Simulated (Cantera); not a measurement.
Input: 1 mol HF, 0.64 mol O2, equilibrated at 2877 °C and 0.0133 bar.

These are equilibrium values from Cantera (NASA tables, ideal gas, pure condensed phases), not measurements of a reactor. Candidate condensed phases: H2O; 22 gas species. Rates play no part.

Base state: O 0.401, HF 0.307, F 0.116, H 0.0959, O2 0.0628, OH 0.0142, H2 0.00204, H2O 0.000815 (mole fractions); condensed: gas only.

**Question.** What changes in the equilibrium state with this change: temperature from 2877 °C to 2450 °C?

**Answer.** 
| species | before | after |
|---|---|---|
| HF | 0.307 | 0.507 |
| O2 | 0.0628 | 0.252 |
| O | 0.401 | 0.173 |
| H | 0.0959 | 0.0147 |
| F | 0.116 | 0.0355 |
| OH | 0.0142 | 0.0139 |
| H2O | 0.000815 | 0.00270 |
| H2 | 0.00204 | 0.000748 |
